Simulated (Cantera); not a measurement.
Feed: 1 mol CH₃SiH₃, 0.005 mol C₂H₄, 49 mol H₂, equilibrated at 2.00 mbar.

These are equilibrium values from Cantera (NASA tables, ideal gas, pure condensed phases), not measurements of a reactor. Candidate condensed phases: C, C₆H₆, C₇H₈, C₈H₁₈, Si, SiC; 87 gas species. The feed counts by its element totals alone. Gases not in the tables: Si₂H₆ and higher silanes. Kinetics and transport are ignored.

x: gas mole fraction; n: condensed amount in mol.

```json
[
 {"T (K)": "1923", "x H₂": "0.978", "x H": "0.0208", "x Si": "0.000413", "x C₂H₂ (acetylene)": "0.000310", "x SiC₂": "8.25e-6", "x Si₂C": "…", "x SiH": "1.49e-5", "n SiC(s)": "0.976", "n C(graphite)": "0"},
 {"T (K)": "1973", "x H₂": "0.969", "x H": "0.0297", "x Si": "0.000846", "x C₂H₂ (acetylene)": "0.000530", "x SiC₂": "2.63e-5", "x Si₂C": "…", "x SiH": "2.69e-5", "n SiC(s)": "0.950", "n C(graphite)": "0"},
 {"T (K)": "2023", "x H₂": "0.956", "x H": "0.0415", "x Si": "0.00170", "x C₂H₂ (acetylene)": "0.000854", "x SiC₂": "7.81e-5", "x Si₂C": "…", "x SiH": "4.77e-5", "n SiC(s)": "0.897", "n C(graphite)": "0.0108"},
 {"T (K)": "2073", "x H₂": "0.938", "x H": "0.0570", "x Si": "0.00355", "x C₂H₂ (acetylene)": "0.00115", "x SiC₂": "0.000204", "x Si₂C": "…", "x SiH": "8.83e-5", "n SiC(s)": "0.779", "n C(graphite)": "0.0783"},
 {"T (K)": "2123", "x H₂": "0.914", "x H": "0.0767", "x Si": "0.00715", "x C₂H₂ (acetylene)": "0.00151", "x SiC₂": "0.000507", "x Si₂C": "…", "x SiH": "0.000158", "n SiC(s)": "0.537", "n C(graphite)": "0.234"},
 {"T (K)": "2173", "x H₂": "0.881", "x H": "0.101", "x Si": "0.0140", "x C₂H₂ (acetylene)": "0.00194", "x SiC₂": "0.00121", "x Si₂C": "…", "x SiH": "0.000273", "n SiC(s)": "0.0524", "n C(graphite)": "0.563"},
 {"T (K)": "2223", "x H₂": "0.848", "x H": "0.132", "x Si": "0.0147", "x C₂H₂ (acetylene)": "0.00246", "x SiC₂": "0.00154", "x Si₂C": "…", "x SiH": "0.000257", "n SiC(s)": "0", "n C(graphite)": "0.523"},
 {"T (K)": "2273", "x H₂": "0.811", "x H": "0.169", "x Si": "0.0145", "x C₂H₂ (acetylene)": "0.00306", "x SiC₂": "0.00183", "x Si₂C": "…", "x SiH": "0.000226", "n SiC(s)": "0", "n C(graphite)": "0.420"},
 {"T (K)": "2323", "x H₂": "0.766", "x H": "0.213", "x Si": "0.0141", "x C₂H₂ (acetylene)": "0.00371", "x SiC₂": "0.00211", "x Si₂C": "…", "x SiH": "0.000195", "n SiC(s)": "0", "n C(graphite)": "0.297"},
 {"T (K)": "2373", "x H₂": "0.715", "x H": "0.264", "x Si": "0.0136", "x C₂H₂ (acetylene)": "0.00440", "x SiC₂": "0.00239", "x Si₂C": "…", "x SiH": "0.000166", "n SiC(s)": "0", "n C(graphite)": "0.153"},
 {"T (K)": "2423", "x H₂": "0.657", "x H": "0.321", "x Si": "0.0129", "x C₂H₂ (acetylene)": "0.00502", "x SiC₂": "0.00262", "x Si₂C": "…", "x SiH": "0.000139", "n SiC(s)": "0", "n C(graphite)": "0"}
]
```

Question: Some entries are withheld; supply them.

Answer: 
- 1923, x Si₂C: 8.06e-6
- 1973, x Si₂C: 2.07e-5
- 2023, x Si₂C: 5.12e-5
- 2073, x Si₂C: 0.000131
- 2123, x Si₂C: 0.000319
- 2173, x Si₂C: 0.000746
- 2223, x Si₂C: 0.000521
- 2273, x Si₂C: 0.000324
- 2323, x Si₂C: 0.000200
- 2373, x Si₂C: 0.000122
- 2423, x Si₂C: 7.40e-5
